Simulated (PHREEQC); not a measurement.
**Nickel, zinc or cadmium bath (model solution)**

A solution holds 0.0025 mol ZnSO4 and 0.0037 mol NaCl per kg of water, at 25 °C. Closed to the air; pH follows from the charge balance.

All values are PHREEQC results (ion-association model, phreeqc.dat), not measurements.

The pH is 5.92, the ionic strength comes out as 0.0119 mol/kgw and the specific conductance comes out as 904 µS/cm.

```tsv
species	molality	activity	log γ
Cl-	0.00369	0.00329	-0.049
Na+	0.00368	0.00329	-0.048
Zn+2	0.00206	0.00134	-0.189
SO4-2	0.00205	0.00132	-0.189
ZnSO4	0.000414	0.000415	0.001
NaSO4-	2.43e-5	2.19e-5	-0.047
ZnCl+	1.33e-5	1.18e-5	-0.049
Zn(SO4)2-2	6.97e-6	4.46e-6	-0.194
ZnOH+	1.35e-6	1.21e-6	-0.048
```

This is a speciation only: nothing precipitates in the calculation. Species that the database lacks are ignored.
